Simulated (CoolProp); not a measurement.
A single-stage vapour-compression cycle with ethylene: evaporating at 240.15 K (dew point), condensing at 273.15 K (bubble point), superheat 0 K, subcooling 5 K, compressor efficiency 0.9, no pressure losses. Each further row changes one setting.

Computed with CoolProp (reference Helmholtz-energy equation of state, Smukala 2000).

| case | cooling COP | pressure ratio | discharge temperature (K) | refrigerating effect (kJ/kg) | volumetric capacity (kJ/m³) |
|---|---|---|---|---|---|
| as stated | 4.58 | 2.30 | 297.3 | 244 | 8100 |
| evaporating temperature 245.15 K | 5.63 | 2.00 | 293.1 | 243 | 9420 |
| condensing temperature 268.15 K | 5.77 | 2.05 | 288.9 | 263 | 8720 |
| subcooling 10 K | 4.96 | 2.30 | 297.3 | 264 | 8780 |
| superheat 10 K | 4.52 | 2.30 | 308.1 | 265 | 8020 |
| compressor efficiency 0.8 | 4.07 | 2.30 | 299.9 | 244 | 8100 |
